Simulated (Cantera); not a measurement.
Mixture: 16.0 % CH3OH, 17.1 % O2, 66.9 % N2, at 390000 Pa, adiabatic and at constant volume. Ignition delay is the time to a rise of 400 K.

Model: GRI-Mech 3.0 (53 species, 325 reactions), integrated in Cantera. GRI-Mech 3.0 was tuned for natural gas; its chemistry of methanol as a main component is partial and can be far from experiment.

### Question
Predict: delay at 1273 K; delay at 1373 K; delay at 1473 K; delay at 1573 K; delay at 1673 K; delay at 1773 K; delay at 1873 K; apparent activation energy between 1673 and 1873 K.

### Answer
```json
{
  "delay at 1273 K": "0.871 ms",
  "delay at 1373 K": "0.224 ms",
  "delay at 1473 K": "72.0 µs",
  "delay at 1573 K": "27.7 µs",
  "delay at 1673 K": "12.3 µs",
  "delay at 1773 K": "6.15 µs",
  "delay at 1873 K": "3.35 µs",
  "apparent activation energy between 1673 and 1873 K": "170 kJ/mol"
}
```
